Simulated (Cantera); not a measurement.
Reactions in the system N-O-V

Cantera with NASA thermochemical tables; ideal gases at 1 bar, condensed phases pure. Values are per mole of reaction as written; species without (g) are pure solids or liquids, kept so even where they would boil at 1 bar.

2 N2O(g) + V → VO2(g) + 2 N2(g)

| T (K) | ΔH° (kJ) | ΔS° (J/K) | ΔG° (kJ) | log10 K |
|---|---|---|---|---|
| 2550 | -474.7 | 129.6 | -805.3 | 16.49 |
| 2625 | -477.7 | 128.5 | -814.9 | 16.22 |
| 2700 | -480.7 | 127.3 | -824.5 | 15.95 |
| 2775 | -483.7 | 126.2 | -834.0 | 15.70 |
| 2850 | -486.8 | 125.2 | -843.5 | 15.46 |
